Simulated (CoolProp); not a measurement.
Vapour-liquid equilibrium of isohexane (1) + benzene (2) at 171.15 °C; x and y are mole fractions of (1).

Computed with CoolProp (multi-fluid Helmholtz-energy mixture model, Lemmon 2006 and Thol 2012; pair parameters Bell 2016).

Task: Give the bubble pressure and the first vapour's composition at x = 0.35, 0.5, 0.8. Is there an azeotrope?

Result: x = 0.35: 1120 kPa, y = 0.438; x = 0.5: 1184 kPa, y = 0.568; x = 0.8: 1277 kPa, y = 0.822. No azeotrope shows between x = 0.05 and 0.95.

The pair parameters rest on a limited set of measurements; away from them the model extrapolates.
